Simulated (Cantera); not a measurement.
Cantera run:

```python
import numpy as np
import cantera as ct

gas_names = [...]  # 118 gases of nasa_gas.yaml made of C, Cl, F, H
cond_names = """
    C(gr) C6H6(L) C7H8(L) C8H18(L),n-octa
""".split()


# ... load() reads the species with a 1 bar reference pressure and builds the phases ...
atoms = {
    'CH2F2': {'C': 1, 'H': 2, 'F': 2},
    'HCl': {'H': 1, 'CL': 1},
}
top_T = {'C(gr)': 4500}  # K; cautious upper limits of use, not melting points


# ... equilibrate(T, P, feed) seeds the gas with the atoms and calls Mixture.equilibrate('TP', solver="vcs", rtol=1e-11, max_steps=5000) ...
results = []
T = 2475  # K
P = 70000  # Pa
for m in [0.05, 0.094, 0.18, 0.34, 0.65, 1.2, 2.3]:
    feed = {'CH2F2': 1, 'HCl': m}  # mol
    mix = equilibrate(T, P, feed)
    results.append((T, P, feed, dict(zip(mix.species_names, mix.species_moles))))
    x = sorted(zip(gas.X, gas.species_names), reverse=True)
    print(f"T = {T:g} K  P = {P:g} Pa  n(HCl) = {m:g} mol  gas = {mix.phase_moles(0):.4g} mol")
    print("   x: " + "  ".join(f"{s} {v:.3e}" for v, s in x if v > 1e-05))
    print("   condensed (mol): " + ("  ".join(f"{mix.phase(i).name} {mix.phase_moles(i):.4g}"
          for i in range(1, mix.n_phases) if mix.phase_moles(i) > 1e-12) or "none"))
```

Output:

```
T = 2475 K  P = 70000 Pa  n(HCl) = 0.05 mol  gas = 2.059 mol
   x: HF 9.702e-01  HCL 1.798e-02  CL 6.296e-03  H2 2.958e-03  H 1.463e-03  F 9.386e-04  CF2 8.367e-05  C2H2,acetylene 2.877e-05  CF 2.836e-05
   condensed (mol): C(gr) 0.9996
T = 2475 K  P = 70000 Pa  n(HCl) = 0.094 mol  gas = 2.107 mol
   x: HF 9.483e-01  HCL 3.469e-02  CL 9.901e-03  H2 4.455e-03  H 1.795e-03  F 7.476e-04  CF2 5.308e-05  C2H2,acetylene 4.332e-05  CF 2.259e-05
   condensed (mol): C(gr) 0.9996
T = 2475 K  P = 70000 Pa  n(HCl) = 0.18 mol  gas = 2.2 mol
   x: HF 9.084e-01  HCL 6.646e-02  CL 1.532e-02  H2 6.828e-03  H 2.222e-03  F 5.785e-04  C2H2,acetylene 6.641e-05  CF2 3.178e-05  CF 1.748e-05  CL2 1.588e-05
   condensed (mol): C(gr) 0.9995
T = 2475 K  P = 70000 Pa  n(HCl) = 0.34 mol  gas = 2.371 mol
   x: HF 8.431e-01  HCL 1.206e-01  CL 2.275e-02  H2 1.020e-02  H 2.715e-03  F 4.393e-04  C2H2,acetylene 9.916e-05  CL2 3.502e-05  CF2 1.833e-05  CF 1.327e-05  C2HCL 1.291e-05
   condensed (mol): C(gr) 0.9994
T = 2475 K  P = 70000 Pa  n(HCl) = 0.65 mol  gas = 2.699 mol
   x: HF 7.407e-01  HCL 2.081e-01  CL 3.261e-02  H2 1.477e-02  H 3.269e-03  F 3.207e-04  C2H2,acetylene 1.437e-04  CL2 7.196e-05  C2HCL 2.227e-05
   condensed (mol): C(gr) 0.999
T = 2475 K  P = 70000 Pa  n(HCl) = 1.2 mol  gas = 3.278 mol
   x: HF 6.099e-01  HCL 3.223e-01  CL 4.350e-02  H2 1.991e-02  H 3.795e-03  F 2.274e-04  C2H2,acetylene 1.936e-04  CL2 1.281e-04  C2HCL 3.449e-05
   condensed (mol): C(gr) 0.9984
T = 2475 K  P = 70000 Pa  n(HCl) = 2.3 mol  gas = 4.432 mol
   x: HCL 4.632e-01  HF 4.511e-01  CL 5.524e-02  H2 2.551e-02  H 4.295e-03  C2H2,acetylene 2.481e-04  CL2 2.065e-04  F 1.486e-04  C2HCL 4.957e-05
   condensed (mol): C(gr) 0.9973
```

Cantera equilibrium calculation (NASA polynomials, part measured and part estimated; ideal gas, pure solids and liquids).
